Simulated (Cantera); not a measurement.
A counterflow diffusion flame at 0.680 bar, nozzles 20 mm apart: fuel side CH4 : C2H6 : N2 = 1 : 0.12 : 0.47 (molar parts) at 575 K, oxidiser side O2 : N2 = 0.26 : 0.74 (molar parts) at 400 K, fuel mass flux 0.78 times the oxidiser's; mixture-averaged transport, no radiation.

Detailed kinetics in Cantera: GRI-Mech 3.0 (53 species, 325 reactions). GRI-Mech 3.0 has no aromatics or soot, which form on the fuel side of real flames. The maximum strain rate includes the flame's own expansion and is several times the mean.

x: mole fraction; the columns are a selection and need not sum to one.

```json
[
 {"oxidiser flux (kg/m²/s)": "0.17", "max strain (1/s)": "185", "mean strain (1/s)": "36.9", "T max (K)": "2192", "peak x OH": "0.0115", "peak x H": "0.00619", "peak x NO": "0.000362", "peak x CO": "0.0741", "peak x C2H2": "0.0202"},
 {"oxidiser flux (kg/m²/s)": "0.25", "max strain (1/s)": "?", "mean strain (1/s)": "54.3", "T max (K)": "2175", "peak x OH": "0.0115", "peak x H": "0.00652", "peak x NO": "?", "peak x CO": "0.0729", "peak x C2H2": "0.0194"},
 {"oxidiser flux (kg/m²/s)": "0.37", "max strain (1/s)": "367", "mean strain (1/s)": "80.3", "T max (K)": "2158", "peak x OH": "0.0113", "peak x H": "0.00685", "peak x NO": "0.000298", "peak x CO": "0.0717", "peak x C2H2": "0.0184"},
 {"oxidiser flux (kg/m²/s)": "0.55", "max strain (1/s)": "524", "mean strain (1/s)": "119", "T max (K)": "2137", "peak x OH": "0.0111", "peak x H": "0.00714", "peak x NO": "0.000259", "peak x CO": "0.0706", "peak x C2H2": "0.0174"},
 {"oxidiser flux (kg/m²/s)": "0.82", "max strain (1/s)": "753", "mean strain (1/s)": "178", "T max (K)": "2116", "peak x OH": "0.0108", "peak x H": "0.00738", "peak x NO": "0.000218", "peak x CO": "0.0698", "peak x C2H2": "0.0162"},
 {"oxidiser flux (kg/m²/s)": "1.2", "max strain (1/s)": "?", "mean strain (1/s)": "260", "T max (K)": "2093", "peak x OH": "0.0104", "peak x H": "0.00754", "peak x NO": "?", "peak x CO": "0.0692", "peak x C2H2": "?"},
 {"oxidiser flux (kg/m²/s)": "1.8", "max strain (1/s)": "1550", "mean strain (1/s)": "391", "T max (K)": "2062", "peak x OH": "0.00970", "peak x H": "0.00751", "peak x NO": "0.000129", "peak x CO": "0.0690", "peak x C2H2": "0.0131"},
 {"oxidiser flux (kg/m²/s)": "2.7", "max strain (1/s)": "2240", "mean strain (1/s)": "586", "T max (K)": "2020", "peak x OH": "0.00870", "peak x H": "0.00714", "peak x NO": "8.12e-5", "peak x CO": "0.0691", "peak x C2H2": "0.0106"}
]
```

### Question
Complete the blanks.

### Answer

- 0.25, max strain (1/s): 259
- 0.25, peak x NO: 0.000332
- 1.2, max strain (1/s): 1070
- 1.2, peak x NO: 0.000176
- 1.2, peak x C2H2: 0.0149
